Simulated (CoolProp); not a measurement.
A single-stage vapour-compression cycle with hydrogen chloride: evaporating at 250.15 K (dew point), condensing at 288.15 K (bubble point), superheat 8 K, subcooling 8 K, compressor efficiency 0.75, no pressure losses. Each further row changes one setting.

Computed with CoolProp (reference Helmholtz-energy equation of state, Thol 2018).

```json
[
 {"case": "as stated", "cooling COP": "3.91", "pressure ratio": "2.79", "discharge temperature (K)": "363.2", "refrigerating effect (kJ/kg)": "311", "volumetric capacity (kJ/m³)": "8310"},
 {"case": "evaporating temperature 255.15 K", "cooling COP": "4.69", "pressure ratio": "2.40", "discharge temperature (K)": "351.2", "refrigerating effect (kJ/kg)": "311", "volumetric capacity (kJ/m³)": "9670"},
 {"case": "condensing temperature 283.15 K", "cooling COP": "4.65", "pressure ratio": "2.47", "discharge temperature (K)": "[?]", "refrigerating effect (kJ/kg)": "321", "volumetric capacity (kJ/m³)": "8580"},
 {"case": "subcooling 13 K", "cooling COP": "[?]", "pressure ratio": "2.79", "discharge temperature (K)": "363.2", "refrigerating effect (kJ/kg)": "321", "volumetric capacity (kJ/m³)": "8580"},
 {"case": "superheat 18 K", "cooling COP": "[?]", "pressure ratio": "2.79", "discharge temperature (K)": "379.7", "refrigerating effect (kJ/kg)": "322", "volumetric capacity (kJ/m³)": "8100"},
 {"case": "compressor efficiency 0.65", "cooling COP": "3.39", "pressure ratio": "2.79", "discharge temperature (K)": "375.3", "refrigerating effect (kJ/kg)": "311", "volumetric capacity (kJ/m³)": "8310"}
]
```

**Question.** Some entries are withheld; supply them.

**Answer.** 
- condensing temperature 283.15 K, discharge temperature (K): 348.9
- subcooling 13 K, cooling COP: 4.04
- superheat 18 K, cooling COP: 3.81
